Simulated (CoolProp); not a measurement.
Vinyl chloride along the isotherm 156.85 °C: density (kg/m³) from the reference equation and from simpler models built on Tc = 151.9 °C, pc = 5.600 MPa, ω = 0.160; each cubic takes its own stable root.

Computed with CoolProp (reference Helmholtz-energy equation of state, Thol 2022).

| p (MPa) | phase | reference |
|---|---|---|
| 0.6 | gas | 10.86 |
| 1.2 | gas | 22.57 |
| 1.8 | gas | 35.35 |
| 2.4 | gas | 49.48 |
| 3 | gas | 65.43 |
| 3.6 | gas | 83.95 |
| 4.2 | gas | 106.4 |
| 4.8 | gas | 135.5 |
| 5.4 | gas | 179.2 |
| 6 | supercritical | 311.0 |
| 6.6 | supercritical | 497.3 |
| 7.2 | supercritical | 536.8 |
| 7.8 | supercritical | 560.6 |
| 8.4 | supercritical | 578.2 |

How far does each simpler model (van der Waals, Redlich-Kwong, Peng-Robinson) lie from the reference over these 14 states: mean and median of the absolute difference, and the worst?


- van der Waals: mean 9.6 %, median 3.3 %, worst -28.1 % at 156.85 °C and 8.4 MPa
- Redlich-Kwong: mean 4.9 %, median 0.5 %, worst -16.8 % at 156.85 °C and 6.6 MPa
- Peng-Robinson: mean 4.0 %, median 3.3 %, worst -10.4 % at 156.85 °C and 6.6 MPa
